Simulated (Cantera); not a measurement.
## Premixed flame

A freely propagating, adiabatic, planar premixed flame of 15.4 % CH₃OH, 17.7 % O₂, 66.9 % N₂, unburnt at 400 K and 4130 Torr; mixture-averaged transport, grid criteria slope 0.08 and curve 0.16, no radiation.

Detailed kinetics in Cantera: GRI-Mech 3.0 (53 species, 325 reactions). GRI-Mech 3.0 was tuned for natural gas; its chemistry of methanol as a main component is partial and can be far from experiment. Burning velocities carry a grid error of a few per cent, more on coarse grids.

| z (mm) | T (K) | u (m/s) | x CH₃OH | x O₂ | x N₂O | x H₂ | x C₂H₄ | x C₂H |
|---|---|---|---|---|---|---|---|---|
| -0.199 | 400 | 0.528 | 0.154 | 0.177 | <1e-8 | 0.00322 | <1e-8 | <1e-8 |
| -0.133 | 403 | 0.535 | 0.153 | 0.175 | <1e-8 | 0.00809 | <1e-8 | <1e-8 |
| -0.0997 | 417 | 0.557 | 0.151 | 0.173 | <1e-8 | 0.0141 | <1e-8 | <1e-8 |
| -0.0665 | 509 | 0.691 | 0.144 | 0.164 | <1e-8 | 0.0250 | 7.39e-8 | <1e-8 |
| -0.0332 | 919 | 1.30 | 0.105 | 0.126 | 2.53e-8 | 0.0404 | 6.15e-7 | <1e-8 |
| -0.0166 | 1302 | 1.91 | 0.0573 | 0.0874 | 5.82e-8 | 0.0482 | 1.36e-6 | <1e-8 |
| 0 | 1700 | 2.58 | 0.00740 | 0.0455 | 1.06e-7 | 0.0513 | 2.28e-6 | <1e-8 |
| 0.0166 | 1868 | 2.84 | 5.44e-5 | 0.0212 | 1.28e-7 | 0.0416 | 5.65e-7 | <1e-8 |
| 0.0332 | 1943 | 2.94 | 3.40e-7 | 0.00958 | 1.20e-7 | 0.0363 | 2.99e-8 | <1e-8 |
| 0.0665 | 2021 | 3.04 | <1e-8 | 0.00297 | 9.11e-8 | 0.0356 | <1e-8 | <1e-8 |
| 0.133 | 2084 | 3.12 | <1e-8 | 0.000986 | 6.00e-8 | 0.0365 | <1e-8 | <1e-8 |
| 0.266 | 2124 | 3.17 | <1e-8 | 0.000327 | 3.56e-8 | 0.0367 | <1e-8 | <1e-8 |
| 0.532 | 2146 | 3.20 | <1e-8 | 9.04e-5 | 1.91e-8 | 0.0366 | <1e-8 | <1e-8 |
x: mole fraction of selected species; z is measured from the peak of heat release.

```yaml
laminar_burning_velocity: 52.6 cm/s
thermal_thickness: 0.0665 mm
peak x(H₂): 0.0519
peak x(C₂H₄): 2.28e-6
peak x(C₂H): <1e-8
grid_points: 143
```
